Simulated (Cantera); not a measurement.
Feed: 1 mol MgO, 0.14 mol H2, held at 0.100 bar.

These are equilibrium values from Cantera (NASA tables, ideal gas, pure condensed phases), not measurements of a reactor. Candidate condensed phases: H2O, Mg, MgO, Mg(OH)2; 15 gas species. The tables' values for MgH are old estimates; treat these amounts as uncertain. Equilibrium is a limit: real reactors are often held back by kinetics, nucleation or transport.

x: gas mole fraction; n: condensed amount in mol.

```tsv
T (K)	x H2	x Mg	x H2O	x H	x OH	x MgOH	x MgO	n MgO(s)
1650	0.999	0.000581	0.000583	0.000287	7.57e-9	1.50e-7	4.82e-11	1.000
1725	0.997	0.00124	0.00125	0.000586	4.05e-8	5.65e-7	3.86e-10	1.000
1800	0.994	0.00249	0.00250	0.00113	1.88e-7	1.90e-6	2.60e-9	1.000
1875	0.988	0.00471	0.00473	0.00206	7.68e-7	5.79e-6	1.50e-8	0.999
1950	0.979	0.00844	0.00847	0.00359	2.82e-6	1.61e-5	7.53e-8	0.999
2025	0.965	0.0144	0.0145	0.00598	9.38e-6	4.13e-5	3.36e-7	0.998
2100	0.943	0.0236	0.0237	0.00957	2.86e-5	9.83e-5	1.34e-6	0.997
2175	0.911	___	___	___	___	___	___	0.995
2250	0.866	0.0557	0.0558	0.0219	0.000212	0.000456	1.62e-5	0.992
2325	0.805	0.0808	0.0806	0.0312	0.000521	0.000893	4.97e-5	0.987
2400	___	___	___	___	___	___	___	0.981
2475	0.637	0.151	0.148	0.0568	0.00266	0.00287	0.000380	0.973
2550	0.533	0.194	0.188	0.0720	0.00557	0.00469	0.000960	0.963
```

Problem. Some entries are withheld; supply them.

Solution. 
- 2175, x Mg: 0.0370
- 2175, x H2O: 0.0371
- 2175, x H: 0.0147
- 2175, x OH: 8.06e-5
- 2175, x MgOH: 0.000219
- 2175, x MgO: 4.87e-6
- 2400, x H2: 0.729
- 2400, x Mg: 0.113
- 2400, x H2O: 0.112
- 2400, x H: 0.0429
- 2400, x OH: 0.00121
- 2400, x MgOH: 0.00165
- 2400, x MgO: 0.000142
